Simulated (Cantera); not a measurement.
Input: 1 mol B2O3, 6.2 mol O2, 0.17 mol N2, at 1300 Pa.

Method: chemical equilibrium by Gibbs-energy minimisation in Cantera with the NASA 1993 tables (ideal gas, pure condensed phases). Candidate condensed phases: B, BN, B2O3; 17 gas species. Equilibrium is a limit: real reactors are often held back by kinetics, nucleation or transport. All values below are at 1400 °C.

Base state: O2 0.930, B2O3 0.0391, N2 0.0251, BO2 0.00416, NO 0.000981, O 0.000283 (mole fractions); condensed: B2O3(l).

What changes in the equilibrium state with this change: B2O3 replaced by borazine?


```
species         before     after
------------  --------  --------
HBO2                 0     0.296
O2               0.930     0.282
H2O                  0     0.199
N2              0.0251     0.193
B2O3            0.0391    0.0248
OH                   0   0.00136
H2                   0   4.96e-5
(HBO2)3              0   1.59e-5
O             0.000283  0.000156
B2O3(l), mol     0.726         0
```
The feed counts by its element totals alone. Gases not in the tables: H3BO3. Further candidate phases: B3O3H3, H2O.

What changes in the equilibrium state with this change: N2 from 0.17 to 1 mol?


```
species         before     after
------------  --------  --------
O2               0.930     0.823
N2              0.0251     0.132
B2O3            0.0391    0.0391
NO            0.000981   0.00212
O             0.000283  0.000266
BO2            0.00416   0.00404
B2O3(l), mol     0.726     0.691
```
